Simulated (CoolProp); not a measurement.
Vapour-liquid equilibrium of toluene (1) + n-octane (2) at 507.1 K; x and y are mole fractions of (1).

Computed with CoolProp (multi-fluid Helmholtz-energy mixture model, Lemmon 2006 and Beckmüller 2019; pair parameters Bell 2016).

Question: Give the bubble pressure and the first vapour's composition at x = 0.05, 0.35, 0.5. Is there an azeotrope?

Answer: x = 0.05: 10.23 bar, y = 0.065; x = 0.35: 11.55 bar, y = 0.404; x = 0.5: 12.08 bar, y = 0.549. No azeotrope shows between x = 0.05 and 0.95.

Pair parameters are fitted to limited data, so mixtures are less certain than the pure fluids.
